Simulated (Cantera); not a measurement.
**Stirred combustor or abatement burner**

A perfectly stirred reactor is fed with C2H4 : O2 : N2 : H2O = 1 : 2.73 : 10.3 : 0.35 (molar parts), equivalence ratio 1.1, at 0.947 atm; it is adiabatic with a 575 K inlet, and is followed from long to short residence time, starting on the burning branch (τ in s: 0.42, 0.19, 0.086, 0.039, 0.018, 0.0081, 0.0037, 0.0017, 0.00076, 0.00034, 0.00016, 7.1e-05).

Model: GRI-Mech 3.0 (53 species, 325 reactions), integrated in Cantera. GRI-Mech 3.0 was tuned for natural gas; its chemistry of ethylene as a main component is partial and can be far from experiment.

```json
[
 {"τ (s)": "0.42", "T (K)": "2467", "x C2H4": "1.45e-7", "x O2": "0.00517", "x H2O": "0.143", "x NO": "0.00306", "x CH2": "2.21e-8", "x C2H": "4.90e-9", "x OH": "0.00634"},
 {"τ (s)": "0.19", "T (K)": "2465", "x C2H4": "3.17e-7", "x O2": "0.00531", "x H2O": "0.143", "x NO": "0.00293", "x CH2": "4.81e-8", "x C2H": "1.06e-8", "x OH": "0.00643"},
 {"τ (s)": "0.086", "T (K)": "2460", "x C2H4": "6.80e-7", "x O2": "0.00561", "x H2O": "0.143", "x NO": "0.00271", "x CH2": "1.03e-7", "x C2H": "2.24e-8", "x OH": "0.00661"},
 {"τ (s)": "0.039", "T (K)": "2451", "x C2H4": "1.42e-6", "x O2": "0.00618", "x H2O": "0.142", "x NO": "0.00235", "x CH2": "2.12e-7", "x C2H": "4.56e-8", "x OH": "0.00694"},
 {"τ (s)": "0.018", "T (K)": "2433", "x C2H4": "2.84e-6", "x O2": "0.00714", "x H2O": "0.141", "x NO": "0.00191", "x CH2": "4.11e-7", "x C2H": "8.63e-8", "x OH": "0.00748"},
 {"τ (s)": "0.0081", "T (K)": "2400", "x C2H4": "5.54e-6", "x O2": "0.00870", "x H2O": "0.139", "x NO": "0.00140", "x CH2": "7.61e-7", "x C2H": "1.55e-7", "x OH": "0.00831"},
 {"τ (s)": "0.0037", "T (K)": "2353", "x C2H4": "1.03e-5", "x O2": "0.0108", "x H2O": "0.136", "x NO": "0.000946", "x CH2": "1.31e-6", "x C2H": "2.59e-7", "x OH": "0.00929"},
 {"τ (s)": "0.0017", "T (K)": "2293", "x C2H4": "1.91e-5", "x O2": "0.0132", "x H2O": "0.132", "x NO": "0.000592", "x CH2": "2.16e-6", "x C2H": "4.16e-7", "x OH": "0.0102"},
 {"τ (s)": "0.00076", "T (K)": "2224", "x C2H4": "3.69e-5", "x O2": "0.0159", "x H2O": "0.128", "x NO": "0.000356", "x CH2": "3.61e-6", "x C2H": "6.75e-7", "x OH": "0.0110"},
 {"τ (s)": "0.00034", "T (K)": "2153", "x C2H4": "7.49e-5", "x O2": "0.0187", "x H2O": "0.124", "x NO": "0.000221", "x CH2": "6.24e-6", "x C2H": "1.12e-6", "x OH": "0.0113"},
 {"τ (s)": "0.00016", "T (K)": "2090", "x C2H4": "0.000154", "x O2": "0.0218", "x H2O": "0.121", "x NO": "0.000147", "x CH2": "1.10e-5", "x C2H": "1.87e-6", "x OH": "0.0112"},
 {"τ (s)": "7.1e-5", "T (K)": "2019", "x C2H4": "0.000375", "x O2": "0.0269", "x H2O": "0.119", "x NO": "9.33e-5", "x CH2": "2.20e-5", "x C2H": "3.37e-6", "x OH": "0.0104"}
]
```
x: mole fraction; the columns are a selection and need not sum to one.
